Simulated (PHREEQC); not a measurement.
Solution (25 °C): 0.24 mol/kgw CdCl2, 0.00011 mol/kgw ZnCl2 and 0.024 mol/kgw Na2SO4. Closed to the air; pH follows from the charge balance.

Model: ion-association model, phreeqc.dat, run in PHREEQC.

This is a speciation only: nothing precipitates in the calculation.

Question: Order these Cl species by the share of Cl that they hold, largest first: Cl-, CdCl2, CdCl+, CdCl3-.

Answer: Cl- (42 %), CdCl+ (29 %), CdCl2 (24 %), CdCl3- (4.6 %)

Question: Order these Zn species by the share of Zn that they hold, largest first: ZnCl+, ZnCl2, Zn(SO4)2-2, Zn+2, ZnSO4.

Answer: Zn+2 (72 %), ZnSO4 (15 %), ZnCl+ (10 %), Zn(SO4)2-2 (1.5 %), ZnCl2 (0.99 %)

The pH is 5.31 and the ionic strength 0.283 mol/kgw.
